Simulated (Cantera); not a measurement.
Thermodynamics of carbothermic reduction, feed Fe3O4 + C + CO

Charge: 1 mol Fe3O4, a varied amount of C, 0.13 mol CO, held at 1550 K and 7.20 mbar.

Equilibrium computed with Cantera from the NASA thermochemical tables; the gas is ideal and each condensed phase is pure. Candidate condensed phases: C, Fe, Fe(CO)5, FeO, Fe2O3, Fe3O4; 15 gas species. Iron dissolves carbon and melts from about 1420 K in contact with it, which pure phases cannot show. Mutual solubility and eutectic melting of coexisting phases are not modelled. The tables' stoichiometric FeO is somewhat more stable than real wüstite, so its field is too wide. FeO: taken at fixed stoichiometry. Condensed phases not in the tables: cementite and carbon dissolved in iron. Kinetics and transport are ignored.

From 1 mol C to 3.2 mol C the condensed part is Fe(γ) + FeO(s). At 3.7 mol C the condensed part is Fe(γ). From 4.2 mol C to 5.7 mol C the condensed part is C(graphite) + Fe(γ). The main Fe-bearing gas is Fe throughout.

```tsv
n(C) (mol)	x CO	x CO2	x Fe	x FeO	x O	n Fe(γ)	n FeO(s)	n C(graphite)
1	0.864	0.136	5.82e-5	1.25e-7	1.72e-9	0.153	2.85	0
1.2	0.864	0.136	5.82e-5	1.25e-7	1.72e-9	0.380	2.62	0
1.3	0.864	0.136	5.82e-5	1.25e-7	1.72e-9	0.494	2.51	0
1.5	0.864	0.136	5.82e-5	1.25e-7	1.72e-9	0.721	2.28	0
1.8	0.864	0.136	5.82e-5	1.25e-7	1.72e-9	1.06	1.94	0
2.1	0.864	0.136	5.82e-5	1.25e-7	1.72e-9	1.40	1.60	0
2.4	0.864	0.136	5.82e-5	1.25e-7	1.72e-9	1.74	1.26	0
2.7	0.864	0.136	5.82e-5	1.25e-7	1.72e-9	2.08	0.916	0
3.2	0.864	0.136	5.82e-5	1.25e-7	1.72e-9	2.65	0.348	0
3.7	0.922	0.0783	5.82e-5	6.79e-8	9.34e-10	3.00	0	0
4.2	1.000	3.12e-6	5.82e-5	2.49e-12	<1e-12	3.00	0	0.200
4.9	1.000	3.12e-6	5.82e-5	2.49e-12	<1e-12	3.00	0	0.900
5.7	1.000	3.12e-6	5.82e-5	2.49e-12	<1e-12	3.00	0	1.70
```
x: gas mole fraction; n: condensed amount in mol.
